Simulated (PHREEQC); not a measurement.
A solution holds 1.7 mmol/kgw AlCl3, 0.26 mmol/kgw Al(NO3)3 and 0.14 mmol/kgw PbCl2, at 25 °C. Closed to the air; pH follows from the charge balance.

All values are PHREEQC results (ion-association model, phreeqc.dat), not measurements.

Each row changes one thing in this solution. Precipitation was switched off in this run.

```tsv
case	pH	SI of Gibbsite (Al(OH)3)
as made	3.96	+0.67
PbCl2 replaced by CdCl2 at the same molality	3.96	+0.67
PbCl2 from 0.00014 to 7e-05 mol/kgw	3.96	+0.67
PbCl2 from 0.00014 to 0.000126 mol/kgw	3.96	+0.67
PbCl2 left out	3.96	+0.67
```

Some of these states are supersaturated (in Gibbsite (slow to form), for instance).
